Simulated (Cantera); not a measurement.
Mixture: H2 : O2 : N2 = 1 : 0.521 : 1.96 (molar parts), equivalence ratio 0.96, at 330 Torr, adiabatic and at constant volume. Ignition delay is the time to a rise of 400 K.

Model: the H2/O2 subset of GRI-Mech 3.0, which has no nitrogen chemistry, integrated in Cantera. Below about 950 K walls govern HO2 and H2O2 in real vessels.

**Question.** What does this change do: pressure from 330 Torr to 428 Torr?

**Answer.** 
| quantity | before | after |
|---|---|---|
| delay at 925 K | 1.24 ms | 1.77 ms |
| delay at 1025 K | 0.312 ms | 0.256 ms |
| delay at 1125 K | 0.152 ms | 0.118 ms |
| delay at 1225 K | 91.3 µs | 69.5 µs |
| delay at 1325 K | 63.5 µs | 47.2 µs |
| delay at 1425 K | 50.1 µs | 36.1 µs |

**Question.** What does this change do: pressure from 330 Torr to 3000 Torr?

**Answer.** 
```csv
quantity,before,after
delay at 925 K,1.24 ms,87.5 ms
delay at 1025 K,0.312 ms,4.94 ms
delay at 1125 K,0.152 ms,58.1 µs
delay at 1225 K,91.3 µs,12.6 µs
delay at 1325 K,63.5 µs,6.66 µs
delay at 1425 K,50.1 µs,4.32 µs
```
The hydrogen kinetics of GRI-Mech 3.0 are dated; newer H2 mechanisms differ, most at raised pressure.
